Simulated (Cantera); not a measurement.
A Cantera script and what it prints.

```python
import numpy as np
import cantera as ct

gas_names = """
    H HO2 H2 H2O H2O2 Nb NbO NbO2 O OH O2 O3
""".split()
cond_names = """
    H2O(s) H2O(L) Nb(cr) Nb(L) NbO(s) NbO(L) NbO2(I) NbO2(II) NbO2(III) NbO2(L) Nb2O5(s) Nb2O5(L)
""".split()


def load(file, names, dense=False):
    # The tables refer to 1 bar. Condensed volumes are neglected.
    table = {s.name: s for s in ct.Species.list_from_file(file)}
    out = []
    for n in names:
        d = dict(table[n].input_data)
        d["thermo"] = dict(d["thermo"], **{"reference-pressure": 1e5})
        if dense:
            d["equation-of-state"] = {"model": "constant-volume", "density": "1e6 g/cm^3"}
        out.append(ct.Species.from_dict(d))
    return out


gas = ct.Solution(thermo="ideal-gas", species=load("nasa_gas.yaml", gas_names))
cond = {s.name: ct.Solution(thermo="fixed-stoichiometry", species=[s], name=s.name)
        for s in load("nasa_condensed.yaml", cond_names, dense=True)}
atoms = {
    'Nb2O5': {'Nb': 2, 'O': 5},
    'H2': {'H': 2},
}
top_T = {}  # K; cautious upper limits of use, not melting points


def equilibrate(T, P, feed):
    n = {}
    for name, mol in feed.items():
        for a, k in atoms[name].items():
            n[a] = n.get(a, 0.0) + k * mol
    gas.TPX = T, P, n
    mass = sum(n.values()) * gas.mean_molecular_weight
    gas.equilibrate("TP")
    valid = [c for c in cond.values() if c.min_temp <= T <= top_T.get(c.name, c.max_temp)]
    mix = ct.Mixture([(gas, mass / gas.mean_molecular_weight)] + [(c, 0.0) for c in valid])
    mix.T, mix.P = T, P
    mix.equilibrate("TP", solver="vcs", rtol=1e-11, max_steps=5000)
    return mix


results = []
T = 2198.15  # K
P = 240000  # Pa
for m in [24, 34, 49, 71, 100, 150, 210, 300, 440, 630, 910, 1300]:
    feed = {'Nb2O5': 1, 'H2': m}  # mol
    mix = equilibrate(T, P, feed)
    results.append((T, P, feed, dict(zip(mix.species_names, mix.species_moles))))
    x = sorted(zip(gas.X, gas.species_names), reverse=True)
    print(f"T = {T:g} K  P = {P:g} Pa  n(H2) = {m:g} mol  gas = {mix.phase_moles(0):.4g} mol")
    print("   x: " + "  ".join(f"{s} {v:.3e}" for v, s in x if v > 1e-05))
    print("   condensed (mol): " + ("  ".join(f"{mix.phase(i).name} {mix.phase_moles(i):.4g}"
          for i in range(1, mix.n_phases) if mix.phase_moles(i) > 1e-12) or "none"))
```

Output:

```
T = 2198.15 K  P = 240000 Pa  n(H2) = 24 mol  gas = 24.04 mol
   x: H2 9.549e-01  H2O 4.157e-02  H 3.515e-03  NbO2 3.218e-05  OH 2.130e-05
   condensed (mol): NbO2(L) 1.999
T = 2198.15 K  P = 240000 Pa  n(H2) = 34 mol  gas = 34.06 mol
   x: H2 9.671e-01  H2O 2.934e-02  H 3.538e-03  NbO2 3.218e-05  OH 1.494e-05
   condensed (mol): NbO2(L) 1.999
T = 2198.15 K  P = 240000 Pa  n(H2) = 49 mol  gas = 49.09 mol
   x: H2 9.760e-01  H2O 2.036e-02  H 3.554e-03  NbO2 3.218e-05  OH 1.032e-05
   condensed (mol): NbO2(L) 1.998
T = 2198.15 K  P = 240000 Pa  n(H2) = 71 mol  gas = 71.13 mol
   x: H2 9.767e-01  H2O 1.967e-02  H 3.556e-03  NbO2 3.218e-05
   condensed (mol): NbO(s) 0.3998  NbO2(L) 1.598
T = 2198.15 K  P = 240000 Pa  n(H2) = 100 mol  gas = 100.2 mol
   x: H2 9.767e-01  H2O 1.967e-02  H 3.556e-03  NbO2 3.218e-05
   condensed (mol): NbO(s) 0.9715  NbO2(L) 1.025
T = 2198.15 K  P = 240000 Pa  n(H2) = 150 mol  gas = 150.3 mol
   x: H2 9.767e-01  H2O 1.967e-02  H 3.556e-03  NbO2 3.218e-05
   condensed (mol): NbO(s) 1.957  NbO2(L) 0.03764
T = 2198.15 K  P = 240000 Pa  n(H2) = 210 mol  gas = 210.4 mol
   x: H2 9.822e-01  H2O 1.423e-02  H 3.565e-03  NbO2 2.315e-05
   condensed (mol): NbO(s) 1.995
T = 2198.15 K  P = 240000 Pa  n(H2) = 300 mol  gas = 300.5 mol
   x: H2 9.864e-01  H2O 9.961e-03  H 3.573e-03  NbO2 1.613e-05
   condensed (mol): NbO(s) 1.995
T = 2198.15 K  P = 240000 Pa  n(H2) = 440 mol  gas = 440.8 mol
   x: H2 9.896e-01  H2O 6.791e-03  H 3.579e-03  NbO2 1.097e-05
   condensed (mol): NbO(s) 1.994
T = 2198.15 K  P = 240000 Pa  n(H2) = 630 mol  gas = 631.1 mol
   x: H2 9.917e-01  H2O 4.743e-03  H 3.583e-03
   condensed (mol): NbO(s) 1.994
T = 2198.15 K  P = 240000 Pa  n(H2) = 910 mol  gas = 911.6 mol
   x: H2 9.929e-01  H 3.585e-03  H2O 3.494e-03
   condensed (mol): Nb(cr) 0.192  NbO(s) 1.801
T = 2198.15 K  P = 240000 Pa  n(H2) = 1300 mol  gas = 1302 mol
   x: H2 9.929e-01  H 3.585e-03  H2O 3.494e-03
   condensed (mol): Nb(cr) 1.56  NbO(s) 0.4307
```

Method: chemical equilibrium by Gibbs-energy minimisation in Cantera with the NASA 1993 tables (ideal gas, pure condensed phases). Mutual solubility and eutectic melting of coexisting phases are not modelled. NbO: taken at fixed stoichiometry. Condensed phases not in the tables: the oxides between NbO2 and Nb2O5, N, O or C dissolved in the metal.
